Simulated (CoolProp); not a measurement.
Values from CoolProp's reference Helmholtz-energy equation of state, Platzer 1990. This equation is an older, rougher fit.

**Question.** For R13, give the phase and the cp (kJ/(kg K)), cv (kJ/(kg K)), Joule-Thomson coefficient (K/MPa), isothermal compressibility (1/MPa) at 281.4 K and 6.4 bar; 296.8 K and 6.4 bar; 327.4 K and 6.4 bar.

**Answer.** 
- 281.4 K and 6.4 bar: gas; cp 0.670, cv 0.557, Joule-Thomson coefficient 14.0, isothermal compressibility 1.70
- 296.8 K and 6.4 bar: gas; cp 0.678, cv 0.572, Joule-Thomson coefficient 11.9, isothermal compressibility 1.67
- 327.4 K and 6.4 bar: gas; cp 0.701, cv 0.602, Joule-Thomson coefficient 8.95, isothermal compressibility 1.64
